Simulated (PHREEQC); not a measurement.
Dissolve 0.63 mol LiBr and 0.13 mol Na2SO4 per kg of water at 25 °C. Closed to the air; pH follows from the charge balance.

Model: Pitzer model, pitzer.dat, run in PHREEQC.

Each row changes one thing in this solution. Precipitation was switched off in this run.

```csv
case,HSO4- (mol/kgw),SI of Mirabilite (Na2SO4:10H2O),SI of Thenardite (Na2SO4)
as made,1.75e-7,-2.32,-3.14
LiBr left out,1.83e-7,-1.98,-2.90
diluted 5-fold with water,7.23e-8,-3.82,-4.74
Na2SO4 from 0.13 to 0.143 mol/kgw,1.84e-7,-2.21,-3.03
diluted 10-fold with water,4.73e-8,-4.53,-5.46
```
